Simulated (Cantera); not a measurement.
Cantera run, input and output.

```python
import numpy as np
import cantera as ct

gas = ct.Solution("gri30.yaml")


def delay(T, t_max=10):
    gas.TPX = T, 101325, {'CH4': 1, 'CO': 0.21, 'O2': 4.48, 'N2': 13.4}
    reactor = ct.IdealGasReactor(gas, clone=False)
    net = ct.ReactorNet([reactor])
    net.rtol, net.atol = 1e-8, 1e-16
    while net.time < t_max:
        t_old, T_old = net.time, reactor.T
        net.step()
        if reactor.T > T + 400:  # ignition: a rise of 400 K
            return t_old + (T + 400 - T_old) / (reactor.T - T_old) * (net.time - t_old)
    return np.nan


taus = []
for T in [1225, 1275, 1325, 1375, 1425, 1475]:
    taus.append(delay(T))
    print(f"T0 = {T:6g} K   tau = {taus[-1]:.4e} s")
```

Output:

```
T0 =   1225 K   tau = 1.7424e-02 s
T0 =   1275 K   tau = 8.7656e-03 s
T0 =   1325 K   tau = 4.6265e-03 s
T0 =   1375 K   tau = 2.5654e-03 s
T0 =   1425 K   tau = 1.4959e-03 s
T0 =   1475 K   tau = 9.1643e-04 s
```

Computed with Cantera and GRI-Mech 3.0 (53 species, 325 reactions).
